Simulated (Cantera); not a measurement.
# Hydrocarbon pyrolysis for carbon deposition

An isothermal, constant-pressure homogeneous reactor starts with C₂H₄ : H₂ = 1 : 2.6 (molar parts), at 1225 K and 100.0 Torr.

Computed with Cantera and GRI-Mech 3.0 (53 species, 325 reactions). GRI-Mech 3.0 was tuned for natural gas; its chemistry of ethylene as a main component is partial and can be far from experiment. GRI-Mech 3.0 stops at C3 and has no aromatics, soot or wall deposition, so with more carbon than oxygen in the feed, carbon stays in small species such as C2H2 where larger ones or solid carbon would form.

```
t (s)     x C₂H₄   x H₂       x H     x CH₂     x C₂H
--------  ------  -----  --------  --------  --------
6.00e-6    0.278  0.722  1.09e-11    <1e-12    <1e-12
1.68e-5    0.278  0.722  2.80e-11    <1e-12    <1e-12
4.72e-5    0.278  0.722  7.69e-11    <1e-12    <1e-12
0.000132   0.278  0.722  2.16e-10    <1e-12    <1e-12
0.000372   0.278  0.722  6.07e-10    <1e-12    <1e-12
0.00104    0.278  0.722   1.71e-9    <1e-12    <1e-12
0.00292    0.278  0.722   4.83e-9    <1e-12    <1e-12
0.00821    0.278  0.722   1.47e-8    <1e-12    <1e-12
0.0230     0.278  0.722   7.01e-8    <1e-12    <1e-12
0.0646     0.276  0.722   1.76e-6  2.59e-12    <1e-12
0.181      0.250  0.725   7.56e-6  1.91e-11  4.62e-11
0.508      0.187  0.730   7.44e-6  2.72e-11  1.54e-10
1.43       0.122  0.731   6.46e-6  3.29e-11  2.28e-10
4.00      0.0952  0.716   5.09e-6  3.49e-11  2.04e-10
```
x: mole fraction; the columns are a selection and need not sum to one.

Equilibrium at this temperature and pressure: C₂H₄ 0.0394, H₂ 0.488, H 6.00e-7, CH₂ 6.12e-12, C₂H 2.10e-11 (gas phase only).
